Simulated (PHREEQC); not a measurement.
# Reverse-osmosis permeate: speciation

Synthetic water in mg/L, 70 °C, pH 5.87, pe 11.5: Na 1.41; K 0.0118; Ca 0.933; Mg 0.397; Cl 3.9; S(6) as SO4 0.634; Alkalinity as HCO3 1.03; Si as SiO2 0.0105; Ba 0.0353; Cu(2) 0.0256; B 0.00181; F 0.000332.

Na is adjusted to close the charge balance.
Valence states are taken as typed.

All values are PHREEQC results (ion-association model, wateq4f.dat), not measurements.

Each row changes one thing in this solution. No solid was allowed to form.

```json
[
 {"case": "as made", "CO2 (mol/kgw)": "4.88e-5", "MgSO4 (mol/kgw)": "5.91e-8", "CaSO4 (mol/kgw)": "3.78e-8", "CaHCO3+ (mol/kgw)": "6.98e-9", "Cu(OH)2 (mol/kgw)": "4.17e-9", "CuHCO3+ (mol/kgw)": "3.30e-9", "SI of Tenorite (CuO)": "-0.85", "SI of Cu(OH)2 (Cu(OH)2)": "-1.87"},
 {"case": "pH from 5.87 to 6.37 at the same alkalinity", "CO2 (mol/kgw)": "1.44e-5", "MgSO4 (mol/kgw)": "5.91e-8", "CaSO4 (mol/kgw)": "3.78e-8", "CaHCO3+ (mol/kgw)": "?", "Cu(OH)2 (mol/kgw)": "3.71e-8", "CuHCO3+ (mol/kgw)": "?", "SI of Tenorite (CuO)": "+0.09", "SI of Cu(OH)2 (Cu(OH)2)": "-0.92"},
 {"case": "temperature from 70 to 60 °C at the same typed pH", "CO2 (mol/kgw)": "4.70e-5", "MgSO4 (mol/kgw)": "4.87e-8", "CaSO4 (mol/kgw)": "?", "CaHCO3+ (mol/kgw)": "?", "Cu(OH)2 (mol/kgw)": "4.18e-9", "CuHCO3+ (mol/kgw)": "3.31e-9", "SI of Tenorite (CuO)": "-1.15", "SI of Cu(OH)2 (Cu(OH)2)": "-2.16"},
 {"case": "Ca from 0.933 to 0.467 mg/L", "CO2 (mol/kgw)": "4.89e-5", "MgSO4 (mol/kgw)": "5.95e-8", "CaSO4 (mol/kgw)": "1.91e-8", "CaHCO3+ (mol/kgw)": "?", "Cu(OH)2 (mol/kgw)": "4.18e-9", "CuHCO3+ (mol/kgw)": "3.30e-9", "SI of Tenorite (CuO)": "-0.85", "SI of Cu(OH)2 (Cu(OH)2)": "-1.87"},
 {"case": "Si from 0.0105 to 0.0315 mg/L", "CO2 (mol/kgw)": "4.88e-5", "MgSO4 (mol/kgw)": "5.91e-8", "CaSO4 (mol/kgw)": "3.78e-8", "CaHCO3+ (mol/kgw)": "6.98e-9", "Cu(OH)2 (mol/kgw)": "4.17e-9", "CuHCO3+ (mol/kgw)": "3.30e-9", "SI of Tenorite (CuO)": "-0.85", "SI of Cu(OH)2 (Cu(OH)2)": "-1.87"}
]
```

Task: What belongs in the gaps?

Result: 
- pH from 5.87 to 6.37 at the same alkalinity, CaHCO3+ (mol/kgw): 6.49e-9
- pH from 5.87 to 6.37 at the same alkalinity, CuHCO3+ (mol/kgw): 2.73e-9
- temperature from 70 to 60 °C at the same typed pH, CaSO4 (mol/kgw): 3.53e-8
- temperature from 70 to 60 °C at the same typed pH, CaHCO3+ (mol/kgw): 6.68e-9
- Ca from 0.933 to 0.467 mg/L, CaHCO3+ (mol/kgw): 3.50e-9

Some of these states are supersaturated (in Tenorite (slow to form), for instance). Constants without temperature data keep their 25 °C values here. SiF6-2 is the database's only silicon fluoride. Real BF4- forms and hydrolyses slowly; the run takes it at equilibrium.
